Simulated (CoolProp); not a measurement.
R1336mzz(E) along the isotherm 79.35 °C: density (kg/m³) from the reference equation and from simpler models built on Tc = 130.4 °C, pc = 2779 kPa, ω = 0.413; each cubic takes its own stable root.

Computed with CoolProp (reference Helmholtz-energy equation of state, Akasaka 2023).

```json
[
 {"p (kPa)": "18", "phase": "gas", "reference": "1.011", "van der Waals": "1.010", "Redlich-Kwong": "1.011", "Soave-Redlich-Kwong": "1.011", "Peng-Robinson": "1.011"},
 {"p (kPa)": "27.2", "phase": "gas", "reference": "1.531", "van der Waals": "1.529", "Redlich-Kwong": "1.530", "Soave-Redlich-Kwong": "1.531", "Peng-Robinson": "1.531"},
 {"p (kPa)": "41", "phase": "gas", "reference": "2.315", "van der Waals": "2.309", "Redlich-Kwong": "2.312", "Soave-Redlich-Kwong": "2.314", "Peng-Robinson": "2.315"},
 {"p (kPa)": "61.9", "phase": "gas", "reference": "3.511", "van der Waals": "3.497", "Redlich-Kwong": "3.504", "Soave-Redlich-Kwong": "3.508", "Peng-Robinson": "3.511"},
 {"p (kPa)": "93.4", "phase": "gas", "reference": "5.334", "van der Waals": "5.302", "Redlich-Kwong": "5.318", "Soave-Redlich-Kwong": "5.327", "Peng-Robinson": "5.335"},
 {"p (kPa)": "141", "phase": "gas", "reference": "8.138", "van der Waals": "8.063", "Redlich-Kwong": "8.102", "Soave-Redlich-Kwong": "8.121", "Peng-Robinson": "8.140"},
 {"p (kPa)": "212", "phase": "gas", "reference": "12.44", "van der Waals": "12.26", "Redlich-Kwong": "12.35", "Soave-Redlich-Kwong": "12.40", "Peng-Robinson": "12.44"},
 {"p (kPa)": "321", "phase": "gas", "reference": "19.34", "van der Waals": "18.90", "Redlich-Kwong": "19.12", "Soave-Redlich-Kwong": "19.24", "Peng-Robinson": "19.34"},
 {"p (kPa)": "484", "phase": "gas", "reference": "30.46", "van der Waals": "29.34", "Redlich-Kwong": "29.89", "Soave-Redlich-Kwong": "30.20", "Peng-Robinson": "30.45"},
 {"p (kPa)": "729", "phase": "gas", "reference": "49.56", "van der Waals": "46.38", "Redlich-Kwong": "47.86", "Soave-Redlich-Kwong": "48.79", "Peng-Robinson": "49.44"},
 {"p (kPa)": "1100", "phase": "liquid", "reference": "1125", "van der Waals": "76.63", "Redlich-Kwong": "81.38", "Soave-Redlich-Kwong": "940.6", "Peng-Robinson": "1067"},
 {"p (kPa)": "1660", "phase": "liquid", "reference": "1133", "van der Waals": "634.2", "Redlich-Kwong": "879.6", "Soave-Redlich-Kwong": "953.6", "Peng-Robinson": "1081"},
 {"p (kPa)": "2500", "phase": "liquid", "reference": "1144", "van der Waals": "664.4", "Redlich-Kwong": "905.7", "Soave-Redlich-Kwong": "971.0", "Peng-Robinson": "1099"},
 {"p (kPa)": "3780", "phase": "liquid", "reference": "1159", "van der Waals": "695.5", "Redlich-Kwong": "937.7", "Soave-Redlich-Kwong": "993.9", "Peng-Robinson": "1122"},
 {"p (kPa)": "5700", "phase": "liquid", "reference": "1178", "van der Waals": "727.6", "Redlich-Kwong": "975.2", "Soave-Redlich-Kwong": "1022", "Peng-Robinson": "1152"}
]
```

At some of these states van der Waals, Redlich-Kwong gives the other phase, because its saturation line lies elsewhere.
